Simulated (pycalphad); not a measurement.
All values are pycalphad results on the COST 507 light-alloy database (1999) (1 atm), not direct measurements. These are 1990s assessments: newer ones move some temperatures and phases. Amounts are mole fractions of atoms.

Q: Give the equilibrium state of Al-2.456Si-0.6845Mg (wt.%) at 650 K.

A: 
```
T = 650.00 K, P = 101325 Pa, N = 1 mol of atoms
G = -22479 J/mol, H = 9220 J/mol, S = 48.77 J/(mol K)  (SER reference)
chemical potentials (J/mol): Al -22392, Si -15618, Mg -54852
phase             fraction      x(Al)      x(Si)      x(Mg)
FCC_A1              0.9718     0.9969     0.0019     0.0012
DIAMOND_A4          0.0186   6.54e-09     1.0000       none
MG2SI               0.0097       none     0.3333     0.6667
```

Q: Give the equilibrium state of Al-2.456Si-0.6845Mg (wt.%) at 890 K.

A: 
```
T = 890.00 K, P = 101325 Pa, N = 1 mol of atoms
G = -35627 J/mol, H = 20890 J/mol, S = 63.50 J/(mol K)  (SER reference)
chemical potentials (J/mol): Al -35347, Si -34381, Mg -75283
phase             fraction      x(Al)      x(Si)      x(Mg)
FCC_A1              0.6678     0.9904     0.0060     0.0035
LIQUID              0.3322     0.9253     0.0589     0.0158
```

Database names, with the compositions (at.%) that they take in these runs: MG2SI: Mg 67 Si 33. FCC_A1 is fcc; DIAMOND_A4 is diamond (Si). An entry "none" or "no" means that the model of the phase leaves that element out.
